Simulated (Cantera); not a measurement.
Charge: 1 mol SiCl₄, 4.1 mol NH₃, 2 mol N₂, equilibrated at 1800 K and 47.0 mbar.

Method: chemical equilibrium by Gibbs-energy minimisation in Cantera with the NASA 1993 tables (ideal gas, pure condensed phases). Candidate condensed phases: NH₄Cl, Si, Si₃N₄; 28 gas species. The tables' values for SiCl₃, SiCl are old estimates; treat these amounts as uncertain. Rates play no part.

Base state: H₂ 0.423, N₂ 0.332, HCl 0.161, SiCl₂ 0.0795, SiCl₃ 0.00216, H 0.00107, Cl 0.000314, SiCl 0.000131 (mole fractions); condensed: gas only.

Question: What changes in the equilibrium state with this change: pressure from 47.0 mbar to 1.80 mbar?

Answer: 
| species | before | after |
|---|---|---|
| H₂ | 0.423 | 0.417 |
| N₂ | 0.332 | 0.331 |
| HCl | 0.161 | 0.163 |
| H | 0.00107 | 0.00545 |
| SiCl₂ | 0.0795 | 0.0797 |
| SiHCl₃ | 6.22e-5 | 2.42e-6 |
| Si | 2.82e-5 | 0.000712 |
| SiCl₄ | 9.47e-5 | 3.77e-6 |
| Cl | 0.000314 | 0.00163 |
| SiCl | 0.000131 | 0.000661 |
The tables' values for SiCl, SiCl₃ are old estimates; treat these amounts as uncertain.

Question: What changes in the equilibrium state with this change: pressure from 47.0 mbar to 1.33 mbar?

Answer: 
```csv
species,before,after
H₂,0.423,0.416
N₂,0.332,0.330
HCl,0.161,0.164
H,0.00107,0.00633
SiCl₂,0.0795,0.0794
SiHCl₃,6.22e-5,1.79e-6
SiCl₄,9.47e-5,2.79e-6
Si,2.82e-5,0.000952
Cl,0.000314,0.00190
```
The tables' values for SiCl, SiCl₃ are old estimates; treat these amounts as uncertain.
